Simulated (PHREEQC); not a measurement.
A column of 0.5 m (30 cells, dispersivity 0.018 m, 60 s a shift, diffusion coefficient 3e-10 m²/s) holds 0.0096 eq of the database's cation exchanger X per kg of pore water, first in equilibrium with 16 mmol/kgw MgCl2 and 0.01 mmol/kgw HCl. It is flushed with 0.0031 mol KCl, 0.0022 mol CaCl2 and 1e-05 mol HCl per kg of water, at 15 °C. Values are for the last cell. The system is closed to CO2. Nothing may precipitate in this run.

Base run: PHREEQC, ion-association model, phreeqc.dat. Each further column changes one thing. The table gives Ca in solution (mol/kgw).

```json
[
 {"pore volumes": "0", "base": "0", "exchange capacity from 0.0096 to 0.0048 eq/kgw": "0", "dispersivity from 0.018 to 0.036 m": "0"},
 {"pore volumes": "0.6833", "base": "2.72e-6", "exchange capacity from 0.0096 to 0.0048 eq/kgw": "(withheld)", "dispersivity from 0.018 to 0.036 m": "(withheld)"},
 {"pore volumes": "1.517", "base": "5.65e-5", "exchange capacity from 0.0096 to 0.0048 eq/kgw": "0.000443", "dispersivity from 0.018 to 0.036 m": "(withheld)"},
 {"pore volumes": "2.183", "base": "0.000262", "exchange capacity from 0.0096 to 0.0048 eq/kgw": "0.00149", "dispersivity from 0.018 to 0.036 m": "(withheld)"},
 {"pore volumes": "2.85", "base": "0.00108", "exchange capacity from 0.0096 to 0.0048 eq/kgw": "(withheld)", "dispersivity from 0.018 to 0.036 m": "0.00109"},
 {"pore volumes": "3.517", "base": "0.00187", "exchange capacity from 0.0096 to 0.0048 eq/kgw": "0.00219", "dispersivity from 0.018 to 0.036 m": "(withheld)"},
 {"pore volumes": "4.35", "base": "0.00215", "exchange capacity from 0.0096 to 0.0048 eq/kgw": "0.00220", "dispersivity from 0.018 to 0.036 m": "0.00204"},
 {"pore volumes": "5.017", "base": "0.00219", "exchange capacity from 0.0096 to 0.0048 eq/kgw": "0.00220", "dispersivity from 0.018 to 0.036 m": "(withheld)"}
]
```

### Question
Some entries are withheld; supply them.

### Answer

- 0.6833, exchange capacity from 0.0096 to 0.0048 eq/kgw: 2.31e-5
- 0.6833, dispersivity from 0.018 to 0.036 m: 2.48e-5
- 1.517, dispersivity from 0.018 to 0.036 m: 0.000201
- 2.183, dispersivity from 0.018 to 0.036 m: 0.000488
- 2.85, exchange capacity from 0.0096 to 0.0048 eq/kgw: 0.00209
- 3.517, dispersivity from 0.018 to 0.036 m: 0.00168
- 5.017, dispersivity from 0.018 to 0.036 m: 0.00214
